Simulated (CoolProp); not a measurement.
Vapour-liquid equilibrium of toluene (1) + ethylbenzene (2) at 0.585 MPa; x and y are mole fractions of (1).

The numbers come from the multi-fluid Helmholtz-energy mixture model, Lemmon 2006 and Zhou 2012; pair parameters Bell 2016 in CoolProp.

```json
[
 {"x": "0.05", "bubble temperature, mixture model (°C)": "214.5", "bubble temperature, Raoult's law (°C)": "214.4", "y, mixture model": "0.076", "y, Raoult's law": "0.082"},
 {"x": "0.15", "bubble temperature, mixture model (°C)": "211.0", "bubble temperature, Raoult's law (°C)": "210.8", "y, mixture model": "0.215", "y, Raoult's law": "0.232"},
 {"x": "0.25", "bubble temperature, mixture model (°C)": "207.8", "bubble temperature, Raoult's law (°C)": "207.3", "y, mixture model": "0.340", "y, Raoult's law": "0.364"},
 {"x": "0.35", "bubble temperature, mixture model (°C)": "204.7", "bubble temperature, Raoult's law (°C)": "204.0", "y, mixture model": "0.454", "y, Raoult's law": "0.482"},
 {"x": "0.45", "bubble temperature, mixture model (°C)": "201.7", "bubble temperature, Raoult's law (°C)": "200.9", "y, mixture model": "0.560", "y, Raoult's law": "0.587"},
 {"x": "0.55", "bubble temperature, mixture model (°C)": "198.9", "bubble temperature, Raoult's law (°C)": "198.0", "y, mixture model": "0.657", "y, Raoult's law": "0.680"},
 {"x": "0.65", "bubble temperature, mixture model (°C)": "196.0", "bubble temperature, Raoult's law (°C)": "195.2", "y, mixture model": "0.747", "y, Raoult's law": "0.765"},
 {"x": "0.75", "bubble temperature, mixture model (°C)": "193.2", "bubble temperature, Raoult's law (°C)": "192.5", "y, mixture model": "0.829", "y, Raoult's law": "0.841"},
 {"x": "0.85", "bubble temperature, mixture model (°C)": "190.5", "bubble temperature, Raoult's law (°C)": "190.0", "y, mixture model": "0.904", "y, Raoult's law": "0.909"},
 {"x": "0.95", "bubble temperature, mixture model (°C)": "187.8", "bubble temperature, Raoult's law (°C)": "187.6", "y, mixture model": "0.970", "y, Raoult's law": "0.971"}
]
```

The largest gap from Raoult's law is +0.9 K in bubble temperature, at x = 0.55. No azeotrope shows between x = 0.05 and 0.95.

Pair parameters are fitted to limited data, so mixtures are less certain than the pure fluids.
